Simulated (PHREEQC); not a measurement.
Consider water at 20 °C with 1.6 mmol/kgw HF, 0.22 mmol/kgw NH4F and 0.0012 mmol/kgw H4SiO4. Closed to the air; pH follows from the charge balance.

The numbers come from PHREEQC with the ion-association model, wateq4f.dat.

Precipitation was switched off in this run.

**Question.** What pH, ionic strength does the model give?

**Answer.** pH 3.16; ionic strength 0.000942 mol/kgw.

**Question.** In which forms is Si present?

**Answer.** H4SiO4 73 %, SiF6-2 27 % of the Si.

Species that the database lacks are ignored. SiF6-2 is the database's only silicon fluoride.
